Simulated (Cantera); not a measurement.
**Thermodynamics of aluminium and copper etching, feed Al + Cl2 + H2**

A closed system holds: 1 mol Al, 1.1 mol Cl2, 31 mol H2, equilibrated at 0.133 bar.

Cantera equilibrium calculation (NASA polynomials, part measured and part estimated; ideal gas, pure solids and liquids). Candidate condensed phases: Al, AlCl3; 12 gas species. The tables' values for AlCl2 are old estimates; treat these amounts as uncertain. Rates play no part.

```json
[
 {"T (°C)": "625", "x H2": "0.976", "x AlCl3": "0.0225", "x AlCl": "0.000946", "x HCl": "8.86e-6", "x AlCl2": "0.000240", "x H": "2.96e-10", "x Al2Cl6": "3.29e-5", "x Cl": "<1e-12", "n Al(s)": "0.244", "n Al(l)": "0"},
 {"T (°C)": "675", "x H2": "0.975", "x AlCl3": "0.0219", "x AlCl": "0.00245", "x HCl": "1.81e-5", "x AlCl2": "0.000492", "x H": "1.42e-9", "x Al2Cl6": "1.36e-5", "x Cl": "<1e-12", "n Al(s)": "0", "n Al(l)": "0.210"},
 {"T (°C)": "725", "x H2": "0.973", "x AlCl3": "0.0206", "x AlCl": "0.00549", "x HCl": "3.45e-5", "x AlCl2": "0.000900", "x H": "5.81e-9", "x Al2Cl6": "5.77e-6", "x Cl": "<1e-12", "n Al(s)": "0", "n Al(l)": "0.141"},
 {"T (°C)": "775", "x H2": "0.969", "x AlCl3": "0.0182", "x AlCl": "0.0111", "x HCl": "6.05e-5", "x AlCl2": "0.00148", "x H": "2.08e-8", "x Al2Cl6": "2.34e-6", "x Cl": "1.19e-12", "n Al(s)": "0", "n Al(l)": "0.0144"},
 {"T (°C)": "825", "x H2": "0.969", "x AlCl3": "0.0178", "x AlCl": "0.0117", "x HCl": "0.000142", "x AlCl2": "0.00181", "x H": "6.67e-8", "x Al2Cl6": "1.23e-6", "x Cl": "8.73e-12", "n Al(s)": "0", "n Al(l)": "0"},
 {"T (°C)": "875", "x H2": "0.968", "x AlCl3": "0.0175", "x AlCl": "0.0116", "x HCl": "0.000316", "x AlCl2": "0.00213", "x H": "1.93e-7", "x Al2Cl6": "6.96e-7", "x Cl": "5.56e-11", "n Al(s)": "0", "n Al(l)": "0"},
 {"T (°C)": "925", "x H2": "0.968", "x AlCl3": "0.0172", "x AlCl": "0.0116", "x HCl": "0.000656", "x AlCl2": "0.00247", "x H": "5.12e-7", "x Al2Cl6": "4.10e-7", "x Cl": "3.01e-10", "n Al(s)": "0", "n Al(l)": "0"},
 {"T (°C)": "975", "x H2": "0.968", "x AlCl3": "0.0167", "x AlCl": "0.0117", "x HCl": "0.00127", "x AlCl2": "0.00282", "x H": "1.26e-6", "x Al2Cl6": "2.47e-7", "x Cl": "1.41e-9", "n Al(s)": "0", "n Al(l)": "0"},
 {"T (°C)": "1025", "x H2": "0.966", "x AlCl3": "0.0160", "x AlCl": "0.0120", "x HCl": "0.00229", "x AlCl2": "0.00320", "x H": "2.89e-6", "x Al2Cl6": "1.50e-7", "x Cl": "5.77e-9", "n Al(s)": "0", "n Al(l)": "0"},
 {"T (°C)": "1075", "x H2": "0.965", "x AlCl3": "0.0150", "x AlCl": "0.0126", "x HCl": "0.00386", "x AlCl2": "0.00358", "x H": "6.22e-6", "x Al2Cl6": "9.07e-8", "x Cl": "2.08e-8", "n Al(s)": "0", "n Al(l)": "0"},
 {"T (°C)": "1125", "x H2": "0.963", "x AlCl3": "0.0137", "x AlCl": "0.0135", "x HCl": "0.00608", "x AlCl2": "0.00397", "x H": "1.27e-5", "x Al2Cl6": "5.33e-8", "x Cl": "6.62e-8", "n Al(s)": "0", "n Al(l)": "0"},
 {"T (°C)": "1175", "x H2": "0.960", "x AlCl3": "0.0120", "x AlCl": "0.0148", "x HCl": "0.00897", "x AlCl2": "0.00432", "x H": "2.47e-5", "x Al2Cl6": "2.99e-8", "x Cl": "1.88e-7", "n Al(s)": "0", "n Al(l)": "0"},
 {"T (°C)": "1225", "x H2": "0.956", "x AlCl3": "0.0101", "x AlCl": "0.0163", "x HCl": "0.0124", "x AlCl2": "0.00459", "x H": "4.60e-5", "x Al2Cl6": "1.57e-8", "x Cl": "4.83e-7", "n Al(s)": "0", "n Al(l)": "0"}
]
```
x: gas mole fraction; n: condensed amount in mol.

At 625 °C the condensed part is Al(s). From 675 °C to 775 °C the condensed part is Al(l). From 825 °C to 1225 °C nothing is condensed. The main Al-bearing gas is AlCl3 at 625 °C and AlCl at 1225 °C.
